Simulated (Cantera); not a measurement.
A perfectly stirred reactor is fed with CH₄ : N₂ = 1 : 1.3 (molar parts), at 9.00 Torr; it is held at 1675 K, and followed from long to short residence time.

Cantera simulation using GRI-Mech 3.0 (53 species, 325 reactions); the numbers are that mechanism's predictions, not measurements. GRI-Mech 3.0 stops at C3 and has no aromatics, soot or wall deposition, so with more carbon than oxygen in the feed, carbon stays in small species such as C2H2 where larger ones or solid carbon would form. Radical loss at walls, strong at low pressure, is not modelled.

**Question.** What does this change do: temperature 1675 to 1248 K?

**Answer.** 
```csv
quantity,before,after
x(CH₄) at τ = 0.550 s,0.136,0.435
x(CH₂) at τ = 0.550 s,1.11e-6,1.69e-12
x(C₂H₂) at τ = 0.550 s,0.101,1.68e-9
x(HCN) at τ = 0.550 s,4.32e-7,<1e-12
x(C₂H₄) at τ = 0.550 s,0.00266,3.15e-7
x(CH₄) at τ = 12.0 ms,0.429,0.435
x(CH₂) at τ = 12.0 ms,2.47e-7,<1e-12
x(C₂H₂) at τ = 12.0 ms,0.000248,<1e-12
x(HCN) at τ = 12.0 ms,3.45e-11,<1e-12
x(C₂H₄) at τ = 12.0 ms,0.00123,5.45e-12
```
